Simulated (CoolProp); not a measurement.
Vapour-liquid equilibrium of R1234yf (1) + R1234ze(E) (2) at 191.6 K; x and y are mole fractions of (1).

The numbers come from the multi-fluid Helmholtz-energy mixture model, Lemmon 2022 and Thol 2016; pair parameters Bell 2022 in CoolProp.

| x | bubble pressure (bar) | y at the bubble point | dew pressure at overall composition x (bar) | liquid density (mol/L) |
|---|---|---|---|---|
| 0.05 | 0.02349 | 0.112 | 0.02260 | 12.73 |
| 0.125 | 0.02570 | 0.251 | 0.02367 | 12.70 |
| 0.2 | 0.02780 | 0.365 | 0.02484 | 12.66 |
| 0.275 | 0.02982 | 0.461 | … | … |
| 0.35 | 0.03179 | 0.544 | … | … |
| 0.425 | 0.03371 | 0.617 | 0.02904 | 12.56 |
| 0.5 | 0.03561 | … | 0.03073 | 12.52 |
| 0.575 | 0.03750 | 0.743 | … | 12.49 |
| 0.65 | 0.03938 | 0.797 | 0.03463 | … |
| 0.725 | 0.04127 | 0.847 | 0.03692 | 12.41 |
| 0.8 | 0.04316 | 0.894 | 0.03948 | 12.38 |
| 0.875 | 0.04506 | 0.936 | 0.04237 | … |
| 0.95 | 0.04696 | 0.976 | 0.04570 | 12.30 |

Task: Complete the blanks.

Result: 
- 0.275, dew pressure at overall composition x (bar): 0.02612
- 0.275, liquid density (mol/L): 12.63
- 0.35, dew pressure at overall composition x (bar): 0.02751
- 0.35, liquid density (mol/L): 12.59
- 0.5, y at the bubble point: 0.683
- 0.575, dew pressure at overall composition x (bar): 0.03258
- 0.65, liquid density (mol/L): 12.45
- 0.875, liquid density (mol/L): 12.34

No azeotrope shows between x = 0.05 and 0.95.

The pair parameters rest on a limited set of measurements; away from them the model extrapolates.
